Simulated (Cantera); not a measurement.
Input: 1 mol B₂H₆, 0.49 mol NH₃, 65 mol H₂, 0.071 mol H₂O, held at 1450 °C and 10.0 Torr.

Method: chemical equilibrium by Gibbs-energy minimisation in Cantera with the NASA 1993 tables (ideal gas, pure condensed phases). Candidate condensed phases: B, BN, B₂O₃, B₃O₃H₃, H₂O; 39 gas species. The feed counts by its element totals alone. Mutual solubility and eutectic melting of coexisting phases are not modelled. The tables' values for BH₂ are old estimates; treat these amounts as uncertain. Equilibrium is a limit: real reactors are often held back by kinetics, nucleation or transport.

Base state: H₂ 0.997, H 0.00158, HBO 0.000990, BH₂ 7.31e-5, N₂ 7.22e-5, BO 3.05e-5 (mole fractions); condensed: B(s) + BN(s).

### Question
What changes in the equilibrium state with this change: pressure from 10.0 Torr to 0.405 Torr?

### Answer
```csv
species,before,after
H₂,0.997,0.989
H,0.00158,0.00781
N₂,7.22e-5,0.00178
HBO,0.000990,0.000882
BO,3.05e-5,0.000135
BH₂,7.31e-5,7.25e-5
"B(s), mol",1.44,1.68
"BN(s), mol",0.480,0.243
```
